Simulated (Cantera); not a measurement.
Charge: 1 mol TiCl4, a varied amount of CH4, at 11000 Pa.

Points: T (K) = 1150, 1250, 1350, 1450, 1550, 1650, 1750, 1850, 1950, 2050; n(CH4) (mol) = 0.35, 0.46, 0.61, 0.81, 1.1, 1.4, 1.8, 2.4, 3.2, 4.2, 5.6.

Cantera's Mixture.equilibrate('TP', solver="vcs", rtol=1e-11, max_steps=5000) on the NASA tables stopped like this:

```
ERROR: FAILURE its = 5001!

*******************************************************************************
CanteraError thrown by MultiPhase::equilibrate:
VCS solver failed. Return code: -1
*******************************************************************************
```

**Question.** What got this run through?

**Answer.** One answer among several that fit: The failure is numerical, not chemical. The same input converged with solver="gibbs", rtol=1e-10, max_steps=50000, and the result passed a check of the equilibrium conditions:
```
   1150       0.35  C(gr) + TiC(s)
   1150       0.46  C(gr) + TiC(s)
   1150       0.61  C(gr) + TiC(s)
   1150       0.81  C(gr) + TiC(s)
   1150        1.1  C(gr) + TiC(s)
   1150        1.4  C(gr) + TiC(s)
   1150        1.8  C(gr) + TiC(s)
   1150        2.4  C(gr) + TiC(s)
   1150        3.2  C(gr) + TiC(s)
   1150        4.2  C(gr) + TiC(s)
   1150        5.6  C(gr) + TiC(s)
   1250       0.35  C(gr) + TiC(s)
   1250       0.46  C(gr) + TiC(s)
   1250       0.61  C(gr) + TiC(s)
   1250       0.81  C(gr) + TiC(s)
   1250        1.1  C(gr) + TiC(s)
   1250        1.4  C(gr) + TiC(s)
   1250        1.8  C(gr) + TiC(s)
   1250        2.4  C(gr) + TiC(s)
   1250        3.2  C(gr) + TiC(s)
   1250        4.2  C(gr) + TiC(s)
   1250        5.6  C(gr) + TiC(s)
   1350       0.35  C(gr) + TiC(s)
   1350       0.46  C(gr) + TiC(s)
   1350       0.61  C(gr) + TiC(s)
   1350       0.81  C(gr) + TiC(s)
   1350        1.1  C(gr) + TiC(s)
   1350        1.4  C(gr) + TiC(s)
   1350        1.8  C(gr) + TiC(s)
   1350        2.4  C(gr) + TiC(s)
   1350        3.2  C(gr) + TiC(s)
   1350        4.2  C(gr) + TiC(s)
   1350        5.6  C(gr) + TiC(s)
   1450       0.35  C(gr) + TiC(s)
   1450       0.46  C(gr) + TiC(s)
   1450       0.61  C(gr) + TiC(s)
   1450       0.81  C(gr) + TiC(s)
   1450        1.1  C(gr) + TiC(s)
   1450        1.4  C(gr) + TiC(s)
   1450        1.8  C(gr) + TiC(s)
   1450        2.4  C(gr) + TiC(s)
   1450        3.2  C(gr) + TiC(s)
   1450        4.2  C(gr) + TiC(s)
   1450        5.6  C(gr) + TiC(s)
   1550       0.35  C(gr) + TiC(s)
   1550       0.46  C(gr) + TiC(s)
   1550       0.61  C(gr) + TiC(s)
   1550       0.81  C(gr) + TiC(s)
   1550        1.1  C(gr) + TiC(s)
   1550        1.4  C(gr) + TiC(s)
   1550        1.8  C(gr) + TiC(s)
   1550        2.4  C(gr) + TiC(s)
   1550        3.2  C(gr) + TiC(s)
   1550        4.2  C(gr) + TiC(s)
   1550        5.6  C(gr) + TiC(s)
   1650       0.35  C(gr) + TiC(s)
   1650       0.46  C(gr) + TiC(s)
   1650       0.61  C(gr) + TiC(s)
   1650       0.81  C(gr) + TiC(s)
   1650        1.1  C(gr) + TiC(s)
   1650        1.4  C(gr) + TiC(s)
   1650        1.8  C(gr) + TiC(s)
   1650        2.4  C(gr) + TiC(s)
   1650        3.2  C(gr) + TiC(s)
   1650        4.2  C(gr) + TiC(s)
   1650        5.6  C(gr) + TiC(s)
   1750       0.35  C(gr) + TiC(s)
   1750       0.46  C(gr) + TiC(s)
   1750       0.61  C(gr) + TiC(s)
   1750       0.81  C(gr) + TiC(s)
   1750        1.1  C(gr) + TiC(s)
   1750        1.4  C(gr) + TiC(s)
   1750        1.8  C(gr) + TiC(s)
   1750        2.4  C(gr) + TiC(s)
   1750        3.2  C(gr) + TiC(s)
   1750        4.2  C(gr) + TiC(s)
   1750        5.6  C(gr) + TiC(s)
   1850       0.35  C(gr) + TiC(s)
   1850       0.46  C(gr) + TiC(s)
   1850       0.61  C(gr) + TiC(s)
   1850       0.81  C(gr) + TiC(s)
   1850        1.1  C(gr) + TiC(s)
   1850        1.4  C(gr) + TiC(s)
   1850        1.8  C(gr) + TiC(s)
   1850        2.4  C(gr) + TiC(s)
   1850        3.2  C(gr) + TiC(s)
   1850        4.2  C(gr) + TiC(s)
   1850        5.6  C(gr) + TiC(s)
   1950       0.35  C(gr) + TiC(s)
   1950       0.46  C(gr) + TiC(s)
   1950       0.61  C(gr) + TiC(s)
   1950       0.81  C(gr) + TiC(s)
   1950        1.1  C(gr) + TiC(s)
   1950        1.4  C(gr) + TiC(s)
   1950        1.8  C(gr) + TiC(s)
   1950        2.4  C(gr) + TiC(s)
   1950        3.2  C(gr) + TiC(s)
   1950        4.2  C(gr) + TiC(s)
   1950        5.6  C(gr) + TiC(s)
   2050       0.35  C(gr) + TiC(s)
   2050       0.46  C(gr) + TiC(s)
   2050       0.61  C(gr) + TiC(s)
   2050       0.81  C(gr) + TiC(s)
   2050        1.1  C(gr) + TiC(s)
   2050        1.4  C(gr) + TiC(s)
   2050        1.8  C(gr) + TiC(s)
   2050        2.4  C(gr) + TiC(s)
   2050        3.2  C(gr) + TiC(s)
   2050        4.2  C(gr) + TiC(s)
   2050        5.6  C(gr) + TiC(s)
```

The gas is ideal and each condensed phase is pure. The tables' values for TiCl2 are old estimates. TiC: taken at fixed stoichiometry.
